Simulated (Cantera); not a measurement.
Stirred combustor or abatement burner

A perfectly stirred reactor is fed with CO : H₂ : CH₄ : O₂ : N₂ = 1 : 1 : 0.68 : 4 : 15 (molar parts), equivalence ratio 0.59, at 0.290 bar; it is adiabatic with a 598 K inlet, and is followed from long to short residence time, starting on the burning branch (τ in s: 0.41, 0.12, 0.036, 0.011, 0.0031, 0.00092, 0.00027, 8e-05, 2.4e-05).

Computed with Cantera and GRI-Mech 3.0 (53 species, 325 reactions).

```csv
τ (s),T (K),x CO,x H₂,x CH₄,x NO,x C₂H₂
0.41,1972,0.00131,0.000391,1.46e-6,0.000337,6.46e-12
0.12,1952,0.00248,0.000748,3.33e-6,0.000171,1.57e-11
0.036,1913,0.00475,0.00148,7.17e-6,8.29e-5,2.91e-11
0.011,1847,0.00829,0.00270,1.59e-5,3.88e-5,5.57e-11
0.0031,1740,0.0134,0.00455,4.23e-5,2.16e-5,1.51e-10
0.00092,1602,0.0205,0.00652,0.000134,1.30e-5,6.79e-10
0.00027,1420,0.0371,0.00954,0.000689,3.91e-6,8.53e-9
8.0e-5,598,0.0461,0.0461,0.0314,<1e-12,<1e-12
2.4e-5,598,0.0461,0.0461,0.0314,<1e-12,<1e-12
```
x: mole fraction; the columns are a selection and need not sum to one.
